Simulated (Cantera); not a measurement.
Charge: 1 mol SiHCl3, 0.16 mol HCl, 150 mol H2, at 1525 K and 133 Pa.

Cantera equilibrium calculation (NASA polynomials, part measured and part estimated; ideal gas, pure solids and liquids). Equilibrium is a limit: real reactors are often held back by kinetics, nucleation or transport.

```tsv
species	before	after
H2	0.980	0.986
HCl	0.0185	0.0130
H	0.000641	0.000643
SiCl2	0.00114	0.000565
Si	1.42e-5	1.42e-5
Si(s), mol	0.823	0.911
```
Gas species are given as mole fractions.

Problem. Name the change that produced these shifts.
A) temperature from 1525 K to 1798.15 K
B) SiHCl3 replaced by SiH2Cl2
C) temperature from 1525 K to 1825 K
D) temperature from 1525 K to 1950 K

Solution. B, SiHCl3 replaced by SiH2Cl2
